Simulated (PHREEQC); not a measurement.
0.29 g of hydrous ferric oxide (600 m²/g; 0.2 weak and 0.005 strong sites per Fe, Dzombak-Morel constants, diffuse double layer) in 1 kg of water with 0.3 mol/kgw of an inert sodium salt, at 25 °C; the pH is set by adding NaOH or the inert anion's acid. O2 is buffered at 0.21 atm. No CO2 enters from the air. Precipitation was switched off in this run.

Equilibrium calculation in PHREEQC: ion-association model, wateq4f.dat.

Problem. Predict surface charge σ (C/m²) at pH = 5, 5.67, 7.67, 8.33.

Solution. 
```csv
pH,surface charge σ (C/m²)
5,0.269
5.67,0.191
7.67,0.024
8.33,-0.012
```

Complexes and solids missing from the database can't appear. The oxide is taken as insoluble; below pH 4 it would dissolve.
